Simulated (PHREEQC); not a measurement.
Solution (25 °C): 1.3 mmol/kgw HNO3, 6.3 mmol/kgw K2SO4 and 0.085 mmol/kgw H3BO3. Closed to the air; pH follows from the charge balance.

All values are PHREEQC results (ion-association model, wateq4f.dat), not measurements.

Each row changes one thing in this solution. Precipitation was switched off in this run.

```csv
case,pH,SO4-2 (mol/kgw),HSO4- (mol/kgw),KSO4- (mol/kgw),H2BO3- (mol/kgw)
as made,3.06,0.00569,0.000324,0.000287,6.53e-11
diluted 5-fold with water,3.65,0.00122,2.18e-5,1.64e-5,4.69e-11
0.00015 mol/kgw CsOH added,3.11,0.00572,0.000288,0.000289,7.40e-11
HNO3 replaced by NaNO3 at the same molality,6.67,0.00598,8.28e-8,0.000300,2.67e-7
diluted 10-fold with water,3.93,0.000619,6.15e-6,4.49e-6,4.35e-11
```

Species that the database lacks are ignored.
